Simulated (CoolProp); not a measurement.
Cyclopentane along the isotherm 545 K: fugacity coefficient from the reference equation and from simpler models built on Tc = 511.7 K, pc = 4583 kPa, ω = 0.202; each cubic takes its own stable root.

Computed with CoolProp (reference Helmholtz-energy equation of state, Gedanitz 2015).

| p (kPa) | phase | reference | van der Waals | Redlich-Kwong |
|---|---|---|---|---|
| 2860 | gas | 0.8276 | 0.8428 | 0.8290 |
| 5730 | supercritical | 0.6627 | 0.6769 | 0.6632 |
| 8590 | supercritical | 0.5167 | 0.5322 | 0.5200 |
| 11500 | supercritical | 0.4296 | 0.4560 | 0.4376 |
| 14300 | supercritical | 0.3796 | 0.4144 | 0.3901 |
| 17200 | supercritical | 0.3462 | 0.3886 | 0.3583 |
| 20000 | supercritical | 0.3246 | 0.3739 | 0.3377 |
| 22900 | supercritical | 0.3092 | 0.3656 | 0.3231 |
| 25800 | supercritical | 0.2988 | 0.3624 | 0.3133 |
| 28600 | supercritical | 0.2922 | 0.3629 | 0.3071 |
| 31500 | supercritical | 0.2879 | 0.3665 | 0.3033 |
| 34400 | supercritical | 0.2858 | 0.3726 | 0.3016 |
| 37200 | supercritical | 0.2854 | 0.3808 | 0.3016 |
| 40100 | supercritical | 0.2865 | 0.3912 | 0.3030 |
| 43000 | supercritical | 0.2888 | 0.4036 | 0.3057 |
| 45800 | supercritical | 0.2920 | 0.4174 | 0.3093 |
